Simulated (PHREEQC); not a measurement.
PHREEQC input (ion-association model, wateq4f.dat):

```
SOLUTION_MASTER_SPECIES
  An  An-  0  An  62.0  # stands for a non-complexing anion
SOLUTION_SPECIES
  An- = An-
    -log_k 0
    -gamma 3.0 0
PHASES
  Fix_H+
    H+ = H+
    -log_k 0
SOLUTION 1
  temp 25
  units mmol/kgw
  pH 7 charge
  As(3) 0.03
  Na 10.03
  An 10
END
SELECTED_OUTPUT 1
  -reset false
  -pH true
  -pe true
  -ionic_strength true
  -water true
  -totals As Na As(3) As(5)
  -molalities Hfo_wOH Hfo_wOH2+ Hfo_wO- Hfo_sOH Hfo_sOH2+ Hfo_sO- Hfo_wH2AsO3
  -saturation_indices Arsenolite
USER_PUNCH 1
  -headings sigma psi
  10 PUNCH EDL("sigma", "Hfo"), EDL("psi", "Hfo")
PRINT
  -reset false
USE solution 1
SURFACE 1
  Hfo_wOH 5.61798e-05 600 0.025
  Hfo_sOH 1.40449e-06
EQUILIBRIUM_PHASES 1
  Fix_H+ -3 HAn 10
    -force_equality true
END
# ... the last block is repeated for the other 16 points of pH, with NaOH or the acid as the point needs
```

Selected output (columns that matter, 15 of 17 rows; pH added in front):

```
pH	mu	As	m_Hfo_wOH	m_Hfo_wOH2+	m_Hfo_wO-	m_Hfo_sOH	m_Hfo_sOH2+	m_Hfo_sO-	m_Hfo_wH2AsO3	si_Arsenolite	sigma	psi
3	0.011149	1.594e-05	3.4236e-06	3.8689e-05	6.9404e-09	1.1416e-07	1.2901e-06	2.3143e-10	1.406e-05	-8.2128	0.25713	0.19148
3.38	0.010504	1.2427e-05	5.4872e-06	3.3099e-05	2.0839e-08	1.9962e-07	1.2041e-06	7.5811e-10	1.7573e-05	-8.4289	0.22053	0.18513
3.75	0.010239	9.8145e-06	7.9807e-06	2.7961e-05	5.2182e-08	3.114e-07	1.091e-06	2.0361e-09	2.0185e-05	-8.6339	0.18654	0.1772
4.12	0.010125	7.9319e-06	1.0796e-05	2.3201e-05	1.1508e-07	4.4449e-07	9.5526e-07	4.738e-09	2.2068e-05	-8.8188	0.15462	0.16787
4.88	0.010052	5.7257e-06	1.6451e-05	1.5042e-05	4.1217e-07	7.2418e-07	6.6216e-07	1.8144e-08	2.4274e-05	-9.1019	0.098256	0.14487
5.25	0.010042	5.1636e-06	1.8666e-05	1.2013e-05	6.644e-07	8.3641e-07	5.3831e-07	2.9772e-08	2.4836e-05	-9.1918	0.076276	0.132
5.62	0.010037	4.7993e-06	2.0381e-05	9.608e-06	9.9039e-07	9.2399e-07	4.3559e-07	4.4901e-08	2.5201e-05	-9.2555	0.057948	0.11811
6	0.010034	4.5656e-06	2.1633e-05	7.7249e-06	1.3878e-06	9.8821e-07	3.5288e-07	6.3397e-08	2.5434e-05	-9.2992	0.042625	0.10277
6.38	0.010033	4.4286e-06	2.2447e-05	6.3418e-06	1.82e-06	1.03e-06	2.91e-07	8.3514e-08	2.5571e-05	-9.3266	0.03042	0.086305
6.75	0.010032	4.359e-06	2.2925e-05	5.3729e-06	2.2408e-06	1.0543e-06	2.471e-07	1.0306e-07	2.5641e-05	-9.3426	0.021071	0.069218
7.12	0.010031	4.3364e-06	2.3202e-05	4.6788e-06	2.6357e-06	1.0678e-06	2.1534e-07	1.2131e-07	2.5663e-05	-9.3523	0.013742	0.051193
7.88	0.01003	4.465e-06	2.3514e-05	3.7733e-06	3.357e-06	1.0777e-06	1.7294e-07	1.5385e-07	2.5535e-05	-9.3683	0.0027935	0.012104
8.25	0.01003	4.716e-06	2.3713e-05	3.466e-06	3.7166e-06	1.078e-06	1.5756e-07	1.6895e-07	2.5284e-05	-9.3842	-0.0016945	-0.007385
8.62	0.01003	5.2836e-06	2.4105e-05	3.2028e-06	4.156e-06	1.076e-06	1.4297e-07	1.8552e-07	2.4716e-05	-9.4181	-0.0064158	-0.026823
9	0.010029	6.5255e-06	2.4941e-05	2.9767e-06	4.7874e-06	1.0711e-06	1.2783e-07	2.0559e-07	2.3474e-05	-9.4925	-0.012159	-0.046545
```

The oxide is taken as insoluble; below pH 4 it would dissolve.
